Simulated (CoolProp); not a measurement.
Aqueous potassium carbonate as a coolant, 27 % by mass, freezing at -14.9 °C, 1 atm.

Model: Melinder's fits for secondary coolants, in CoolProp.

| T (°C) | cp (kJ/(kg K)) | density (kg/m³) | viscosity (mPa s) | conductivity (W/(m K)) |
|---|---|---|---|---|
| -13.8 | (withheld) | (withheld) | 5.81 | 0.517 |
| -6.6 | 3.014 | (withheld) | 4.50 | 0.529 |
| 0.6 | 3.025 | 1274 | 3.60 | (withheld) |
| 7.8 | 3.036 | 1271 | 2.97 | 0.552 |
| 15 | (withheld) | 1268 | (withheld) | 0.564 |
| 22.1 | 3.057 | 1264 | 2.14 | 0.576 |
| 29.3 | 3.069 | 1260 | 1.85 | 0.588 |
| 36.5 | 3.080 | 1257 | 1.61 | (withheld) |

Problem. Some entries are withheld; supply them.

Solution. 
- -13.8, cp (kJ/(kg K)): 3.004
- -13.8, density (kg/m³): 1278
- -6.6, density (kg/m³): 1276
- 0.6, conductivity (W/(m K)): 0.540
- 15, cp (kJ/(kg K)): 3.047
- 15, viscosity (mPa s): 2.49
- 36.5, conductivity (W/(m K)): 0.599
